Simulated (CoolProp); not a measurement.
Values from CoolProp's reference Helmholtz-energy equation of state, Lemmon 2006. It is a short technical equation, of lower accuracy than the large ones.

Task: For carbon monoxide, give the phase and the cp (kJ/(kg K)) at 473.9 K and 0.0229 MPa.

Result: 
- 473.9 K and 0.0229 MPa: gas; cp 1.06
